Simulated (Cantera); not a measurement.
Charge: 1 mol SiH2Cl2, 2.5 mol HCl, 19 mol H2, 0.069 mol Cl2, held at 1725 K and 270 Torr.

Method: chemical equilibrium by Gibbs-energy minimisation in Cantera with the NASA 1993 tables (ideal gas, pure condensed phases). Candidate condensed phases: Si; 19 gas species. The tables' values for SiCl3, SiCl are old estimates; treat these amounts as uncertain. Gases not in the tables: Si2H6 and higher silanes. The numbers say what is thermodynamically allowed, not how fast it happens.

Base state: H2 0.848, HCl 0.109, SiCl2 0.0398, SiCl3 0.00202, SiHCl3 0.000308, H 0.000285, SiCl4 0.000192, SiH2Cl2 8.71e-5 (mole fractions); condensed: gas only.

### Question
What changes in the equilibrium state with this change: temperature from 1725 K to 800 K?

### Answer
| species | before | after |
|---|---|---|
| H2 | 0.848 | 0.926 |
| SiCl4 | 0.000192 | 0.0431 |
| HCl | 0.109 | 0.0295 |
| SiCl2 | 0.0398 | 5.55e-9 |
| H | 0.000285 | <1e-9 |
| Cl | 2.85e-5 | <1e-9 |
| SiCl | 2.26e-5 | <1e-9 |
